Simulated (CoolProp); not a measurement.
trans-2-butene along the isotherm 251.85 °C: density (kg/m³) from the reference equation and from simpler models built on Tc = 155.5 °C, pc = 40.19 bar, ω = 0.210; each cubic takes its own stable root.

Model: reference Helmholtz-energy equation of state, Lemmon 2005, in CoolProp. It is a short technical equation, of lower accuracy than the large ones.

```csv
p (bar),phase,reference,van der Waals,Redlich-Kwong,Peng-Robinson
50.2,supercritical,84.32,88.31,[?],85.27
100,supercritical,217.5,223.8,218.3,209.2
151,supercritical,[?],[?],302.6,303.8
201,supercritical,367.3,304.1,349.4,360.8
251,supercritical,[?],322.5,[?],400.5
301,supercritical,422.9,336.4,406.2,430.6
352,supercritical,441.8,347.7,426.4,455.2
402,supercritical,457.2,[?],442.9,[?]
```

Task: What belongs in the gaps?

Result: 
- 50.2, Redlich-Kwong: 86.04
- 151, reference: 317.0
- 151, van der Waals: 277.0
- 251, reference: 399.4
- 251, Redlich-Kwong: 381.6
- 402, van der Waals: 356.9
- 402, Peng-Robinson: 475.1
